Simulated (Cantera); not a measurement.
An adiabatic, constant-pressure homogeneous reactor starts with C2H4 : O2 : N2 : H2O = 1 : 1.88 : 7.05 : 2.3 (molar parts), at 1625 K and 10.0 bar. Integrator tolerance rtol = 1e-08.

Cantera simulation using GRI-Mech 3.0 (53 species, 325 reactions); the numbers are that mechanism's predictions, not measurements. GRI-Mech 3.0 was tuned for natural gas; its chemistry of ethylene as a main component is partial and can be far from experiment.

| quantity | before | after |
|---|---|---|
| time of steepest temperature rise | 2.83 µs | 4.81 µs |
| temperature at 0.100 s | 2816 K | 2785 K |
| equilibrium temperature | 2816 K | 2785 K |
| x(C2H4) at 0.100 s | <1e-12 (gas-phase equilibrium <1e-12) | <1e-12 (gas-phase equilibrium <1e-12) |
| x(O2) at 0.100 s | 0.000645 (gas-phase equilibrium 0.000645) | 0.000976 (gas-phase equilibrium 0.000976) |
| x(H2O) at 0.100 s | 0.242 (gas-phase equilibrium 0.242) | 0.239 (gas-phase equilibrium 0.239) |
| x(NO) at 0.100 s | 0.00170 (gas-phase equilibrium 0.00170) | 0.00200 (gas-phase equilibrium 0.00200) |
| x(HCO) at 0.100 s | 6.80e-7 (gas-phase equilibrium 6.80e-7) | 4.49e-7 (gas-phase equilibrium 4.49e-7) |
| x(HO2) at 0.100 s | 1.07e-6 (gas-phase equilibrium 1.07e-6) | 1.14e-6 (gas-phase equilibrium 1.14e-6) |

### Question
Name the change that produced these shifts.
(A) constant volume in place of constant pressure
(B) pressure from 10.0 bar to 5.00 bar
(C) initial temperature 1625 to 1300 K
(D) initial temperature 1625 to 1248 K

### Answer
B, pressure from 10.0 bar to 5.00 bar
